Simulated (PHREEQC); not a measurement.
Consider water at 23 °C with 0.029 mol/kgw KH2PO4, 0.002 mol/kgw HNO3 and 0.12 mol/kgw NiSO4. Closed to the air; pH follows from the charge balance.

The numbers come from PHREEQC with the ion-association model, wateq4f.dat.

| Quantity | Result |
|---|---|
| pH | 3.48 |
| ionic strength | 0.285 mol/kgw |
| total alkalinity | -2.00 meq/kg |

| species | molality | activity | log γ |
|---|---|---|---|
| Ni+2 | 0.0653 | 0.0191 | -0.534 |
| SO4-2 | 0.0618 | 0.0159 | -0.590 |
| NiSO4 | 0.0545 | 0.0582 | 0.028 |
| H2PO4- | 0.0281 | 0.0204 | -0.139 |
| K+ | 0.0263 | 0.0181 | -0.164 |
| KSO4- | 0.00268 | 0.00194 | -0.139 |
| NO3- | 0.00200 | 0.00133 | -0.178 |
| H3PO4 | 0.000904 | 0.000965 | 0.028 |
| HSO4- | 0.000691 | 0.000487 | -0.152 |
| H+ | 0.000420 | 0.000329 | -0.105 |
| Ni(SO4)2-2 | 0.000173 | 5.05e-5 | -0.534 |
| HPO4-2 | 1.44e-5 | 3.80e-6 | -0.578 |
| KHPO4- | 1.84e-7 | 1.34e-7 | -0.139 |

No solid was allowed to form. Complexes and solids missing from the database can't appear. H3PO4, which wateq4f.dat lacks, is added to it with the constant of phreeqc.dat. The database has no phosphate complexes of Ni.
